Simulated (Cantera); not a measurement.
An isothermal, constant-pressure homogeneous reactor starts with 0.110 % CO, 0.0997 % O₂, 0.130 % H₂O, 99.7 % N₂, equivalence ratio 0.55, at 1223 K and 1.01 bar.

Detailed kinetics in Cantera: GRI-Mech 3.0 (53 species, 325 reactions).

One state of this run: x CO = 0.000467; x O₂ = 0.000689; x H₂O = 0.00124; x NO = 4.16e-8; x O = 2.78e-5; x CO₂ = 0.000629; x H₂ = 3.02e-5. x: mole fraction; the columns are a selection and need not sum to one.

Which value of t (s) does it belong to?
(A) 0.00126
(B) 1.00e-5
(C) 0.532
(D) 0.0474

D, 0.0474
